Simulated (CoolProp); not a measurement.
A simple Rankine cycle with n-hexane: condensing at 312.15 K, boiler at 1.11 MPa, turbine inlet 459 K, turbine efficiency 0.65, pump efficiency 0.8, no recuperator. Each further row changes one setting.

Values from CoolProp's reference Helmholtz-energy equation of state, Thol 2019.

```tsv
case	thermal efficiency (%)	net work (kJ/kg)	heat in (kJ/kg)	turbine exit temperature (K)	volume ratio over the turbine
as stated	13.1	82.0	624	407.2	34.8
turbine inlet 479 K	12.9	87.3	678	428.9	33.6
condensing temperature 304.15 K	13.9	89.6	643	403.5	47.7
boiler pressure 0.777 MPa	12.0	76.6	637	415.6	22.7
turbine efficiency 0.55	11.1	69.1	624	413.2	35.4
```
